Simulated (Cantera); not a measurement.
An isothermal, constant-pressure homogeneous reactor starts with 0.268 % CO, 7.21 % O2, 0.0157 % H2O, 92.4 % N2, 0.102 % H2, at 1425 K and 0.270 bar.

Detailed kinetics in Cantera: GRI-Mech 3.0 (53 species, 325 reactions).

One state of this run: x CO = 1.67e-5; x O2 = 0.0703; x H2O = 0.00115; x CO2 = 0.00267; x OH = 5.10e-5; x H2O2 = 2.09e-9. x: mole fraction; the columns are a selection and need not sum to one.

**Question.** Which value of t (s) does it belong to?
A. 0.0166
B. 0.0707
C. 23.4
D. 5.49

**Answer.** B, 0.0707
